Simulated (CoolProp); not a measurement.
Vapour-liquid equilibrium of R152A (1) + isobutene (2) at 286.4 K; x and y are mole fractions of (1).

The numbers come from the multi-fluid Helmholtz-energy mixture model, Outcalt 1996 and Lemmon 2005; pair parameters Bell 2016 in CoolProp.

### Question
Give the bubble pressure and the first vapour's composition at x = 0.125, 0.2, 0.5. Is there an azeotrope?

### Answer
x = 0.125: 289.6 kPa, y = 0.338; x = 0.2: 322.3 kPa, y = 0.439; x = 0.5: 394.9 kPa, y = 0.648. y crosses x between x = 0.8 and 0.875: the model has an azeotrope there.

Pair parameters are fitted to limited data, so mixtures are less certain than the pure fluids.
